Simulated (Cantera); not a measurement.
Input (Python, Cantera) and output of one run.

```python
import numpy as np
import cantera as ct

gas_names = """
    CL CL2 H HCL H2 Si SiCL SiCL2 SiCL3 SiCL4 SiH SiHCL3 SiH2 SiH2CL2 SiH3 SiH3CL SiH4 Si2 Si3
""".split()
cond_names = """
    Si(cr) Si(L)
""".split()


# ... load() reads the species with a 1 bar reference pressure and builds the phases ...
atoms = {
    'SiCl4': {'Si': 1, 'CL': 4},
    'HCl': {'H': 1, 'CL': 1},
    'H2': {'H': 2},
}
top_T = {}  # K; cautious upper limits of use, not melting points


# ... equilibrate(T, P, feed) seeds the gas with the atoms and calls Mixture.equilibrate('TP', solver="vcs", rtol=1e-11, max_steps=5000) ...
results = []
feed = {'SiCl4': 1, 'HCl': 0.86, 'H2': 0.58}  # mol
T = 1275  # K
P = 67000  # Pa
mix = equilibrate(T, P, feed)
results.append((T, P, feed, dict(zip(mix.species_names, mix.species_moles))))
x = sorted(zip(gas.X, gas.species_names), reverse=True)
print(f"T = {T:g} K  P = {P:g} Pa  gas = {mix.phase_moles(0):.4g} mol")
print("   x: " + "  ".join(f"{s} {v:.3e}" for v, s in x if v > 1e-05))
print("   condensed (mol): " + ("  ".join(f"{mix.phase(i).name} {mix.phase_moles(i):.4g}"
      for i in range(1, mix.n_phases) if mix.phase_moles(i) > 1e-12) or "none"))
```

It prints:

```
T = 1275 K  P = 67000 Pa  gas = 2.45 mol
   x: SiCL4 3.910e-01  HCL 3.689e-01  H2 2.230e-01  SiHCL3 9.538e-03  SiCL3 6.790e-03  SiCL2 7.671e-04  SiH2CL2 3.225e-05
   condensed (mol): none
```

Equilibrium computed with Cantera from the NASA thermochemical tables; the gas is ideal and each condensed phase is pure. The tables' values for SiCl3 are old estimates; treat these amounts as uncertain.
